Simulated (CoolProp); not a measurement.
Vapour-liquid equilibrium of carbon dioxide (1) + C2F6 (R116) (2) at 14.3 bar; x and y are mole fractions of (1).

Values from CoolProp's multi-fluid Helmholtz-energy mixture model, Span 1996 and Lemmon 2006; pair parameters Bell 2016.

Question: Give the bubble temperature and the first vapour's composition at x = 0.2, 0.65, 0.95. Is there an azeotrope?

Answer: x = 0.2: 250.9 K, y = 0.385; x = 0.65: 240.3 K, y = 0.719; x = 0.95: 241.6 K, y = 0.913. y crosses x between x = 0.65 and 0.8: the model has an azeotrope there.

Pair parameters are fitted to limited data, so mixtures are less certain than the pure fluids.
